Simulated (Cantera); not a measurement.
An isothermal, constant-pressure homogeneous reactor starts with 5.21 % H₂, 94.8 % O₂, at 1473 K and 10.00 Torr.

Detailed kinetics in Cantera: GRI-Mech 3.0 (53 species, 325 reactions). Radical loss at walls, strong at low pressure, is not modelled. The temperature is held fixed by assumption; the heat of reaction is taken as removed at once.

Problem. Predict: x(H₂) at 1.00 s; x(O₂) at 1.00 s; x(H₂O₂) at 1.00 s; x(H₂O) at 1.00 s; x(OH) at 1.00 s.

Solution. 
```json
{
  "x(H₂) at 1.00 s": "2.08e-5 (gas-phase equilibrium 6.27e-7)",
  "x(O₂) at 1.00 s": "0.945 (gas-phase equilibrium 0.946)",
  "x(H₂O₂) at 1.00 s": "7.48e-9 (gas-phase equilibrium 1.06e-9)",
  "x(H₂O) at 1.00 s": "0.0529 (gas-phase equilibrium 0.0534)",
  "x(OH) at 1.00 s": "0.00111 (gas-phase equilibrium 0.000194)"
}
```
